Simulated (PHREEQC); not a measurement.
Consider water at 82 °C with 170 mmol/kgw HF, 44 mmol/kgw NaF, 5.9 mmol/kgw (NH4)2SiF6 and 0.87 mmol/kgw H2SO4. Closed to the air; pH follows from the charge balance.

Model: ion-association model, phreeqc.dat, run in PHREEQC.

Precipitation was switched off in this run.

### Question
Order these S species by the share of S that they hold, largest first: NH4SO4-, NaSO4-, HSO4-, SO4-2.

### Answer
SO4-2 (66 %), HSO4- (22 %), NaSO4- (7.6 %), NH4SO4- (3.8 %)

The pH is 2.79 and the ionic strength 0.0637 mol/kgw. At this temperature some constants are extrapolated from 25 °C, and those without enthalpy data are left unchanged. SiF6-2 is the database's only silicon fluoride.
